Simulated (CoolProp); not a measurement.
Properties of R141b along the isobar 3.73 bar.

The numbers come from the reference Helmholtz-energy equation of state, Lemmon 2006 in CoolProp. It is a short technical equation, of lower accuracy than the large ones.

```
T (°C)   phase  density (kg/m³)  cp (kJ/(kg K))  isothermal compressibility (1/MPa)  expansivity (1/kK)
------  ------  ---------------  --------------  ----------------------------------  ------------------
-20.85  liquid             1320           1.108                            0.001085               1.373
-9.15   liquid             1299           1.116                            0.001212               1.412
2.65    liquid             1277           1.127                            0.001360               1.458
14.35   liquid             1255           1.140                            0.001531               1.512
26.05   liquid             1232           1.155                            0.001733               1.575
37.85   liquid             1209           1.172                            0.001975               1.650
49.55   liquid             1185           1.190                            0.002264               1.738
61.25   liquid             1161           1.211                            0.002619               1.842
73.05   liquid             1135           1.234                            0.003066               1.968
84.75      gas            16.00          0.9169                               2.954               3.831
96.55      gas            15.32          0.9157                               2.914               3.538
108.25     gas            14.72          0.9189                               2.883               3.308
119.95     gas            14.17          0.9247                               2.858               3.120
131.75     gas            13.67          0.9323                               2.838               2.959
143.45     gas            13.22          0.9409                               2.821               2.821
```
